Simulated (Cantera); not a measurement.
A perfectly stirred reactor is fed with CH₄ : H₂O = 1 : 1.4 (molar parts), at 3.85 atm; it is held at 1850 K, and followed from long to short residence time.

Computed with Cantera and GRI-Mech 3.0 (53 species, 325 reactions).

Question: What does this change do: temperature 1850 to 1425 K?

Answer: 
```tsv
quantity	before	after
x(CH₄) at τ = 12.0 s	0.00343	0.206
x(H₂O) at τ = 12.0 s	0.0896	0.412
x(H₂) at τ = 12.0 s	0.682	0.287
x(O) at τ = 12.0 s	5.50e-10	<1e-12
x(C₂H) at τ = 12.0 s	2.70e-9	1.83e-10
x(CH₄) at τ = 29.0 ms	0.0498	0.403
x(H₂O) at τ = 29.0 ms	0.284	0.579
x(H₂) at τ = 29.0 ms	0.502	0.0120
x(O) at τ = 29.0 ms	1.17e-9	<1e-12
x(C₂H) at τ = 29.0 ms	2.60e-7	1.43e-11
```

Question: What does this change do: temperature 1850 to 1525 K?

Answer: 
| quantity | before | after |
|---|---|---|
| x(CH₄) at τ = 12.0 s | 0.00343 | 0.116 |
| x(H₂O) at τ = 12.0 s | 0.0896 | 0.265 |
| x(H₂) at τ = 12.0 s | 0.682 | 0.468 |
| x(O) at τ = 12.0 s | 5.50e-10 | 1.51e-12 |
| x(C₂H) at τ = 12.0 s | 2.70e-9 | 7.15e-10 |
| x(CH₄) at τ = 29.0 ms | 0.0498 | 0.327 |
| x(H₂O) at τ = 29.0 ms | 0.284 | 0.548 |
| x(H₂) at τ = 29.0 ms | 0.502 | 0.0920 |
| x(O) at τ = 29.0 ms | 1.17e-9 | 4.13e-12 |
| x(C₂H) at τ = 29.0 ms | 2.60e-7 | 1.13e-9 |
